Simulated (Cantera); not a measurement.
Input: 1 mol SiCl4, 2.1 mol Cl2, 0.4 mol H2, 0.0013 mol CH4, held at 0.820 bar.

Cantera equilibrium calculation (NASA polynomials, part measured and part estimated; ideal gas, pure solids and liquids). Candidate condensed phases: C, C6H6, C7H8, C8H18, Si, SiC; 109 gas species. The tables' values for SiCl3 are old estimates; treat these amounts as uncertain. Gases not in the tables: chlorinated aromatics. Rates play no part.

x: gas mole fraction; n: condensed amount in mol.

| T (K) | x Cl2 | x SiCl4 | x HCl | x Cl | x CCl4 | n C(graphite) |
|---|---|---|---|---|---|---|
| 700 | 0.484 | 0.286 | 0.230 | 5.08e-7 | 0.000371 | 0 |
| 800 | 0.484 | 0.286 | 0.230 | 7.19e-6 | 0.000371 | 0 |
| 900 | 0.484 | 0.286 | 0.230 | 5.68e-5 | 0.000371 | 0 |
| 1000 | 0.484 | 0.286 | 0.230 | [?] | 0.000371 | 0 |
| 1100 | 0.483 | 0.285 | 0.230 | 0.00116 | 0.000369 | 0 |
| 1200 | 0.482 | 0.285 | 0.230 | 0.00362 | 0.000220 | 0.000516 |
| 1300 | 0.477 | 0.284 | 0.229 | 0.00947 | 0.000110 | 0.000896 |
| 1400 | 0.469 | 0.282 | 0.227 | [?] | [?] | 0.00106 |
| 1500 | 0.452 | 0.279 | 0.225 | 0.0434 | 3.42e-5 | 0.00113 |
| 1600 | 0.426 | 0.274 | 0.221 | 0.0792 | 1.98e-5 | 0.00112 |
| 1700 | 0.387 | 0.266 | 0.215 | 0.132 | 1.12e-5 | 0.00102 |

Question: Some entries are withheld; supply them.

Answer: 
- 1000, x Cl: 0.000298
- 1400, x Cl: 0.0215
- 1400, x CCl4: 6.00e-5
